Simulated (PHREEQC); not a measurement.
1.2 g of hydrous ferric oxide (600 m²/g; 0.2 weak and 0.005 strong sites per Fe, Dzombak-Morel constants, diffuse double layer) in 1 kg of water with 0.005 mol/kgw of an inert sodium salt and 0.14 mmol/kgw MnCl2 and 5.6 mmol/kgw NiCl2, at 25 °C; the pH is set by adding NaOH or the inert anion's acid. The system is closed to oxygen. No CO2 enters from the air. Nothing may precipitate in this run.

The series has 13 steps of pH, from 3 to 11.

The numbers come from PHREEQC with the ion-association model, wateq4f.dat.

**Question.** Near which pH is half of the Mn sorbed, and on which side is more sorbed?

**Answer.** Near pH 10.4, with more sorbed at higher pH.

Along this series the solution becomes supersaturated in solids that the run did not let form, among them Pyrochroite, Ni(OH)2. The oxide is taken as insoluble; below pH 4 it would dissolve.
